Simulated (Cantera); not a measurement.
A perfectly stirred reactor is fed with CH4 : O2 : N2 = 0.028 : 0.0033 : 1 (molar parts), equivalence ratio 17, at 0.520 bar; it is held at 1525 K, and followed from long to short residence time.

Model: GRI-Mech 3.0 (53 species, 325 reactions), integrated in Cantera. GRI-Mech 3.0 stops at C3 and has no aromatics, soot or wall deposition, so with more carbon than oxygen in the feed, carbon stays in small species such as C2H2 where larger ones or solid carbon would form.

```json
[
 {"quantity": "x(CH4) at τ = 0.370 s", "before": "0.0150", "after": "0.0258"},
 {"quantity": "x(O2) at τ = 0.370 s", "before": "0.000477", "after": "0.00276"},
 {"quantity": "x(CO2) at τ = 0.370 s", "before": "9.56e-5", "after": "1.07e-5"},
 {"quantity": "x(C2H2) at τ = 0.370 s", "before": "0.00450", "after": "0.000171"},
 {"quantity": "x(NO2) at τ = 0.370 s", "before": "<1e-12", "after": "<1e-12"},
 {"quantity": "x(CH4) at τ = 18.0 ms", "before": "0.0258", "after": "0.0271"},
 {"quantity": "x(O2) at τ = 18.0 ms", "before": "0.00297", "after": "0.00320"},
 {"quantity": "x(CO2) at τ = 18.0 ms", "before": "8.89e-6", "after": "1.57e-8"},
 {"quantity": "x(C2H2) at τ = 18.0 ms", "before": "0.000132", "after": "1.57e-8"},
 {"quantity": "x(NO2) at τ = 18.0 ms", "before": "<1e-12", "after": "<1e-12"}
]
```

Question: Which change was made?
A) pressure from 0.520 bar to 1.01 bar
B) temperature 1525 to 1375 K
C) O2 0.0033 to 0.0007 parts
D) temperature 1525 to 1300 K

Answer: B, temperature 1525 to 1375 K
